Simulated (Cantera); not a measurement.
Input: 1 mol Zr, 1.8 mol H₂O, 110 mol H₂, held at 1.33 mbar.

These are equilibrium values from Cantera (NASA tables, ideal gas, pure condensed phases), not measurements of a reactor. Candidate condensed phases: H₂O, Zr, ZrO₂; 12 gas species. Kinetics and transport are ignored. All values below are at 2548 K.

Base state: H 0.559, H₂ 0.436, ZrO 0.00249, H₂O 0.000802, ZrO₂ 0.000529, OH 0.000225, O 0.000188 (mole fractions); condensed: ZrO₂(tetragonal).

What changes in the equilibrium state with this change: Zr replaced by V?


| species | before | after |
|---|---|---|
| H | 0.559 | 0.557 |
| H₂ | 0.436 | 0.432 |
| VO | 0 | 0.00354 |
| ZrO | 0.00249 | 0 |
| VO₂ | 0 | 0.00154 |
| V | 0 | 0.00130 |
| ZrO₂ | 0.000529 | 0 |
| O | 0.000188 | 0.000759 |
| ZrO₂(tetragonal), mol | 0.528 | 0 |
Further candidate phases: V, VO, V₂O₃, V₂O₄, V₂O₅.
